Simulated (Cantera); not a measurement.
Feed: 1 mol BaF2, 0.12 mol H2O, 6.8 mol N2, at 0.160 Pa.

Cantera equilibrium calculation (NASA polynomials, part measured and part estimated; ideal gas, pure solids and liquids). Candidate condensed phases: Ba, BaF2, BaO, Ba(OH)2, H2O; 45 gas species. Mutual solubility and eutectic melting of coexisting phases are not modelled. The numbers say what is thermodynamically allowed, not how fast it happens.

x: gas mole fraction; n: condensed amount in mol.

```csv
T (°C),x N2,x BaF2,x HF,x BaF,x H2O,x H,x O,n BaF2(s),n BaO(s)
950,0.955,0.0256,0.00583,1.13e-5,0.0139,1.61e-6,1.55e-7,0.797,0.0207
1000,0.872,0.108,0.00978,7.38e-5,0.0104,4.52e-6,5.81e-7,0.120,0.0379
1050,0.858,0.121,0.00972,0.000220,0.0102,1.28e-5,2.10e-6,0,0.0376
1100,0.858,0.121,0.00933,0.000568,0.0103,3.39e-5,7.07e-6,0,0.0347
1150,0.858,0.121,0.00896,0.00135,0.0103,8.30e-5,2.22e-5,0,0.0301
1200,0.856,0.120,0.00858,0.00302,0.0103,0.000189,6.55e-5,0,0.0219
1250,0.854,0.118,0.00817,0.00631,0.0101,0.000406,0.000181,0,0.00695
1300,0.851,0.115,…,…,…,…,…,0,0
1350,0.848,0.112,0.0130,0.0128,0.00664,0.00154,0.000864,0,0
1400,0.845,0.108,0.0161,0.0159,0.00437,0.00260,0.00165,0,0
1450,0.842,0.105,…,…,…,…,…,0,0
1500,0.839,0.103,0.0210,0.0207,0.000979,0.00508,0.00469,0,0
```

**Question.** Some entries are withheld; supply them.

**Answer.** 
- 1300, x HF: 0.00989
- 1300, x BaF: 0.00974
- 1300, x H2O: 0.00878
- 1300, x H: 0.000823
- 1300, x O: 0.000420
- 1450, x HF: 0.0190
- 1450, x BaF: 0.0187
- 1450, x H2O: 0.00235
- 1450, x H: 0.00389
- 1450, x O: 0.00292
